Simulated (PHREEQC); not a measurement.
A solution holds 0.021 mol/kgw ZnSO4, 0.032 mol/kgw ZnCl2 and 0.0053 mol/kgw HCl, at 25 °C. Closed to the air; pH follows from the charge balance.

The numbers come from PHREEQC with the ion-association model, wateq4f.dat.

```
Quantity                  Value
----------------  -------------
pH                         2.48
ionic strength    0.136 mol/kgw
total alkalinity   -5.30 meq/kg
```

```tsv
species	molality	activity	log γ
Cl-	0.0665	0.0493	-0.130
Zn+2	0.0399	0.0146	-0.435
ZnSO4	0.00970	0.0100	0.014
SO4-2	0.00868	0.00292	-0.474
H+	0.00406	0.00330	-0.090
ZnCl+	0.00260	0.00194	-0.127
```

Precipitation was switched off in this run.
